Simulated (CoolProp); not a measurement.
Properties of dimethyl carbonate along the isobar 6.28 MPa.

The numbers come from the reference Helmholtz-energy equation of state, Zhou 2011 in CoolProp.

```json
[
 {"T (°C)": "209.65", "phase": "liquid", "density (kg/m³)": "?", "expansivity (1/kK)": "2.398"},
 {"T (°C)": "219.45", "phase": "liquid", "density (kg/m³)": "777.1", "expansivity (1/kK)": "2.610"},
 {"T (°C)": "229.15", "phase": "liquid", "density (kg/m³)": "756.7", "expansivity (1/kK)": "2.880"},
 {"T (°C)": "238.95", "phase": "liquid", "density (kg/m³)": "734.4", "expansivity (1/kK)": "?"},
 {"T (°C)": "248.75", "phase": "liquid", "density (kg/m³)": "709.8", "expansivity (1/kK)": "3.756"},
 {"T (°C)": "258.45", "phase": "liquid", "density (kg/m³)": "682.0", "expansivity (1/kK)": "4.515"},
 {"T (°C)": "268.25", "phase": "liquid", "density (kg/m³)": "648.9", "expansivity (1/kK)": "?"},
 {"T (°C)": "278.05", "phase": "liquid", "density (kg/m³)": "606.8", "expansivity (1/kK)": "8.187"},
 {"T (°C)": "287.75", "phase": "supercritical", "density (kg/m³)": "547.6", "expansivity (1/kK)": "13.95"},
 {"T (°C)": "297.55", "phase": "supercritical", "density (kg/m³)": "442.5", "expansivity (1/kK)": "33.85"},
 {"T (°C)": "307.35", "phase": "supercritical", "density (kg/m³)": "298.7", "expansivity (1/kK)": "32.09"},
 {"T (°C)": "317.05", "phase": "supercritical", "density (kg/m³)": "238.6", "expansivity (1/kK)": "17.13"},
 {"T (°C)": "326.85", "phase": "supercritical", "density (kg/m³)": "208.0", "expansivity (1/kK)": "11.60"}
]
```

Problem. Complete the blanks.

Solution. 
- 209.65, density (kg/m³): 796.4
- 238.95, expansivity (1/kK): 3.244
- 268.25, expansivity (1/kK): 5.777
